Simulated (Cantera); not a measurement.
Input: 1 mol Cu₂O, 3.6 mol CO, at 1.33 mbar.

These are equilibrium values from Cantera (NASA tables, ideal gas, pure condensed phases), not measurements of a reactor. Candidate condensed phases: C, Cu, CuO, Cu₂O; 15 gas species. Equilibrium is a limit: real reactors are often held back by kinetics, nucleation or transport.

### Question
Which condensed phases are stable at each of these points (T (K)): 1598, 1673, 1748, 1823, 1898, 1973, 2048, 2123, 2198, 2273, 2348, 2423, 2498, 2573?

### Answer
```tsv
T (K)	condensed phases	Cu condensed (%)
1598	Cu(l)	94.6
1673	Cu(l)	83.6
1748	Cu(l)	49.5
1823	gas only	0.0
1898	gas only	0.0
1973	gas only	0.0
2048	gas only	0.0
2123	gas only	0.0
2198	gas only	0.0
2273	gas only	0.0
2348	gas only	0.0
2423	gas only	0.0
2498	gas only	0.0
2573	gas only	0.0
```

From 1598 K to 1748 K the condensed part is Cu(l). From 1823 K to 2573 K nothing is condensed.
